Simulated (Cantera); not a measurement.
An isothermal, constant-pressure homogeneous reactor starts with CH4 : CO2 : H2 = 1 : 2.6 : 0.35 (molar parts), at 1375 K and 1.01 bar.

Cantera simulation using GRI-Mech 3.0 (53 species, 325 reactions); the numbers are that mechanism's predictions, not measurements.

x: mole fraction; the columns are a selection and need not sum to one.

| t (s) | x CH4 | x CO2 | x H2 | x O | x H2O2 |
|---|---|---|---|---|---|
| 7.00e-6 | 0.253 | 0.658 | 0.0886 | <1e-12 | <1e-12 |
| 4.13e-5 | 0.253 | 0.658 | 0.0886 | <1e-12 | <1e-12 |
| 0.000243 | 0.253 | 0.658 | 0.0886 | <1e-12 | <1e-12 |
| 0.00143 | 0.253 | 0.658 | 0.0886 | <1e-12 | <1e-12 |
| 0.00844 | 0.253 | 0.658 | 0.0885 | <1e-12 | <1e-12 |
| 0.0498 | 0.252 | 0.657 | 0.0879 | <1e-12 | <1e-12 |
| 0.293 | 0.248 | 0.647 | 0.0851 | <1e-12 | <1e-12 |
| 1.73 | … | … | … | <1e-12 | <1e-12 |
| 10.2 | … | … | … | <1e-12 | <1e-12 |
| 60.0 | 0.0422 | 0.255 | 0.127 | <1e-12 | <1e-12 |

Task: Complete the blanks.

Result: 
- 1.73, x CH4: 0.220
- 1.73, x CO2: 0.594
- 1.73, x H2: 0.0754
- 10.2, x CH4: 0.114
- 10.2, x CO2: 0.407
- 10.2, x H2: 0.0690
